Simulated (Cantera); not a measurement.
Cantera run, input and output.

```python
import numpy as np
import cantera as ct

gas = ct.Solution("h2o2.yaml")
gas.TPX = 1025, 100000, {'H2': 0.56, 'O2': 1, 'N2': 11}
reactor = ct.IdealGasConstPressureReactor(gas, energy="off", clone=False)
net = ct.ReactorNet([reactor])
net.rtol, net.atol = 1e-08, 1e-18
show = ['H2', 'O2', 'OH', 'H2O', 'H', 'O']
times = np.geomspace(3e-05, 50, 15)

steps = ct.SolutionArray(gas, extra=["t"])
rows = []
print(f"{'t/s':>10s}{'T/K':>9s}{'P/Pa':>11s}" + "".join(f"{s:>11s}" for s in show))
for t in times:
    while net.time < t:
        t_next = net.step()
        steps.append(gas.state, t=t_next)
    rows.append([np.interp(t, steps.t, y) for y in (steps.T, steps.P, *steps(*show).X.T)])
    print(f"{t:10.3e}{rows[-1][0]:9.1f}{rows[-1][1]:11.4g}" + "".join(f"{x:11.3e}" for x in rows[-1][2:]))
rate = np.gradient(steps.T, steps.t)
print("integrator steps:", len(steps.t))
if steps.T.max() > steps.T[0] + 200:
    print(f"time of steepest temperature rise: {steps.t[rate.argmax()]:.4e} s")
gas.TPX = 1025, 100000, {'H2': 0.56, 'O2': 1, 'N2': 11}
gas.equilibrate("TP")
print(f"equilibrium (TP): T = {gas.T:.1f} K  " + "  ".join(f"{s} {gas[s].X[0]:.3e}" for s in show))
```

Output:

```
       t/s      T/K       P/Pa         H2         O2         OH        H2O          H          O
 3.000e-05   1025.0      1e+05  4.459e-02  7.962e-02  1.858e-11  1.662e-10  1.579e-10  4.764e-11
 8.347e-05   1025.0      1e+05  4.459e-02  7.962e-02  1.559e-10  2.886e-09  1.222e-09  4.203e-10
 2.323e-04   1025.0      1e+05  4.459e-02  7.962e-02  1.784e-08  4.176e-07  1.379e-07  4.825e-08
 6.462e-04   1025.0      1e+05  1.263e-02  6.437e-02  4.195e-04  3.193e-02  9.444e-04  4.821e-04
 1.798e-03   1025.0      1e+05  2.421e-03  5.974e-02  2.071e-05  4.309e-02  8.189e-06  2.135e-05
 5.003e-03   1025.0      1e+05  1.496e-03  5.932e-02  4.294e-06  4.405e-02  1.052e-06  4.046e-06
 1.392e-02   1025.0      1e+05  9.092e-04  5.904e-02  2.553e-06  4.466e-02  3.886e-07  2.027e-06
 3.873e-02   1025.0      1e+05  3.956e-04  5.881e-02  1.485e-06  4.519e-02  1.004e-07  8.271e-07
 1.078e-01   1025.0      1e+05  1.190e-04  5.869e-02  7.290e-07  4.548e-02  1.483e-08  1.964e-07
 2.998e-01   1025.0      1e+05  2.863e-05  5.864e-02  2.907e-07  4.557e-02  1.423e-09  2.522e-08
 8.343e-01   1025.0      1e+05  6.331e-06  5.863e-02  1.153e-07  4.560e-02  1.293e-10  2.586e-09
 2.321e+00   1025.0      1e+05  9.554e-07  5.863e-02  6.170e-08  4.560e-02  1.117e-11  2.552e-10
 6.459e+00   1025.0      1e+05  2.268e-08  5.863e-02  5.728e-08  4.560e-02  2.736e-13  3.699e-11
 1.797e+01   1025.0      1e+05  3.627e-11  5.863e-02  8.037e-08  4.560e-02  2.372e-14  6.259e-11
 5.000e+01   1025.0      1e+05  3.430e-11  5.863e-02  9.090e-08  4.560e-02  2.561e-14  7.992e-11
integrator steps: 1907
equilibrium (TP): T = 1025.0 K  H2 3.429e-11  O2 5.863e-02  OH 9.119e-08  H2O 4.560e-02  H 2.568e-14  O 8.043e-11
```

Detailed kinetics in Cantera: the H2/O2 subset of GRI-Mech 3.0, which has no nitrogen chemistry. The temperature is held fixed by assumption; the heat of reaction is taken as removed at once.
